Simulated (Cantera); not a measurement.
**Silicon epitaxy and polysilicon growth: SiCl₄ + HCl + H₂**

Input: 1 mol SiCl₄, a varied amount of HCl, 6.3 mol H₂, at 877 °C and 8.00 mbar.

Equilibrium computed with Cantera from the NASA thermochemical tables; the gas is ideal and each condensed phase is pure. Candidate condensed phases: Si; 19 gas species. The tables' values for SiCl₃ are old estimates; treat these amounts as uncertain. Kinetics and transport are ignored.

| n(HCl) (mol) | x H₂ | x HCl | x SiCl₄ | x SiCl₂ | x SiCl₃ | x SiHCl₃ | n Si(s) |
|---|---|---|---|---|---|---|---|
| 0.057 | 0.772 | 0.0994 | 0.0744 | 0.0282 | 0.0138 | 0.0117 | 0.0183 |
| 0.11 | 0.771 | 0.0996 | 0.0752 | 0.0283 | 0.0140 | 0.0118 | 0.00465 |
| 0.2 | 0.767 | 0.104 | 0.0771 | 0.0264 | 0.0136 | 0.0115 | 0 |
| 0.37 | 0.758 | 0.115 | 0.0806 | 0.0223 | 0.0128 | 0.0108 | 0 |
| 0.68 | 0.740 | 0.137 | 0.0854 | 0.0163 | 0.0113 | 0.00938 | 0 |
| 1.3 | 0.702 | 0.183 | 0.0899 | 0.00912 | 0.00866 | 0.00700 | 0 |
| 2.3 | 0.640 | 0.257 | 0.0889 | 0.00418 | 0.00583 | 0.00450 | 0 |
| 4.4 | 0.532 | 0.383 | 0.0785 | 0.00138 | 0.00314 | 0.00221 | 0 |
x: gas mole fraction; n: condensed amount in mol.

From 0.057 mol HCl to 0.11 mol HCl the condensed part is Si(s). From 0.2 mol HCl to 4.4 mol HCl nothing is condensed. The main Si-bearing gas is SiCl₄ throughout.
